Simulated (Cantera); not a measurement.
Cantera run:

```python
import numpy as np
import cantera as ct

gas_names = [...]  # 49 gases of nasa_gas.yaml made of Cl, F, H, N, Si
cond_names = """
    NH4CL(a) NH4CL(b) Si(cr) Si(L) Si3N4(a)
""".split()


# ... load() reads the species with a 1 bar reference pressure and builds the phases ...
atoms = {
    'Si': {'Si': 1},
    'HF': {'H': 1, 'F': 1},
    'N2': {'N': 2},
    'Cl2': {'CL': 2},
}
top_T = {'Si3N4(a)': 2400}  # K; cautious upper limits of use, not melting points


# ... equilibrate(T, P, feed) seeds the gas with the atoms and calls Mixture.equilibrate('TP', solver="vcs", rtol=1e-11, max_steps=5000) ...
results = []
T = 1650  # K
P = 100000  # Pa
for m in [0.84, 1.1, 1.5, 2.1, 2.8, 3.9, 5.2, 7.1, 9.6]:
    feed = {'Si': 1, 'HF': 1.2, 'N2': 30, 'Cl2': m}  # mol
    mix = equilibrate(T, P, feed)
    results.append((T, P, feed, dict(zip(mix.species_names, mix.species_moles))))
    x = sorted(zip(gas.X, gas.species_names), reverse=True)
    print(f"T = {T:g} K  P = {P:g} Pa  n(Cl2) = {m:g} mol  gas = {mix.phase_moles(0):.4g} mol")
    print("   x: " + "  ".join(f"{s} {v:.3e}" for v, s in x if v > 1e-05))
    print("   condensed (mol): " + ("  ".join(f"{mix.phase(i).name} {mix.phase_moles(i):.4g}"
          for i in range(1, mix.n_phases) if mix.phase_moles(i) > 1e-12) or "none"))
```

Result:

```
T = 1650 K  P = 100000 Pa  n(Cl2) = 0.84 mol  gas = 31.4 mol
   x: N2 9.472e-01  HCL 2.830e-02  SiF4 7.989e-03  SiCL2 5.037e-03  H2 4.575e-03  SiCL3 2.191e-03  SiCL4 2.091e-03  SiF3 1.695e-03  HF 6.322e-04  SiF2 1.610e-04  SiHF3 7.545e-05  SiHCL3 5.675e-05  CL 2.980e-05
   condensed (mol): Si3N4(a) 0.1314
T = 1650 K  P = 100000 Pa  n(Cl2) = 1.1 mol  gas = 31.68 mol
   x: N2 9.419e-01  HCL 2.970e-02  SiF4 7.930e-03  SiCL2 6.844e-03  SiCL4 3.845e-03  H2 3.724e-03  SiCL3 3.463e-03  SiF3 1.687e-03  HF 5.688e-04  SiF2 1.607e-04  SiHCL3 8.093e-05  SiHF3 6.775e-05  CL 3.467e-05
   condensed (mol): Si3N4(a) 0.07904
T = 1650 K  P = 100000 Pa  n(Cl2) = 1.5 mol  gas = 32.1 mol
   x: N2 9.345e-01  HCL 3.096e-02  SiCL2 8.905e-03  SiF4 7.865e-03  SiCL4 7.061e-03  SiCL3 5.353e-03  H2 2.867e-03  SiF3 1.643e-03  HF 5.082e-04  SiF2 1.537e-04  SiHCL3 1.098e-04  SiHF3 5.790e-05  CL 4.119e-05
   condensed (mol): none
T = 1650 K  P = 100000 Pa  n(Cl2) = 2.1 mol  gas = 32.38 mol
   x: N2 9.266e-01  HCL 3.659e-02  SiCL4 2.158e-02  SiF4 9.132e-03  CL 4.483e-03  CL2 9.363e-04  HF 4.716e-04  SiCL3 1.503e-04  SiF3 2.232e-05
   condensed (mol): none
T = 1650 K  P = 100000 Pa  n(Cl2) = 2.8 mol  gas = 33.3 mol
   x: N2 9.009e-01  HCL 3.558e-02  SiCL4 2.110e-02  CL 1.798e-02  CL2 1.506e-02  SiF4 8.890e-03  HF 4.580e-04  SiCL3 3.664e-05
   condensed (mol): none
T = 1650 K  P = 100000 Pa  n(Cl2) = 3.9 mol  gas = 34.61 mol
   x: N2 8.668e-01  CL2 4.022e-02  HCL 3.423e-02  CL 2.938e-02  SiCL4 2.031e-02  SiF4 8.556e-03  HF 4.406e-04  SiCL3 2.159e-05
   condensed (mol): none
T = 1650 K  P = 100000 Pa  n(Cl2) = 5.2 mol  gas = 36.1 mol
   x: N2 8.311e-01  CL2 6.937e-02  CL 3.858e-02  HCL 3.282e-02  SiCL4 1.948e-02  SiF4 8.204e-03  HF 4.224e-04  SiCL3 1.576e-05
   condensed (mol): none
T = 1650 K  P = 100000 Pa  n(Cl2) = 7.1 mol  gas = 38.23 mol
   x: N2 7.848e-01  CL2 1.092e-01  CL 4.842e-02  HCL 3.099e-02  SiCL4 1.840e-02  SiF4 7.747e-03  HF 3.989e-04  SiCL3 1.187e-05
   condensed (mol): none
T = 1650 K  P = 100000 Pa  n(Cl2) = 9.6 mol  gas = 40.99 mol
   x: N2 7.319e-01  CL2 1.565e-01  CL 5.795e-02  HCL 2.890e-02  SiCL4 1.716e-02  SiF4 7.225e-03  HF 3.720e-04
   condensed (mol): none
```

Method: chemical equilibrium by Gibbs-energy minimisation in Cantera with the NASA 1993 tables (ideal gas, pure condensed phases). The tables' values for SiCl3, SiF3, SiF2 are old estimates; treat these amounts as uncertain.
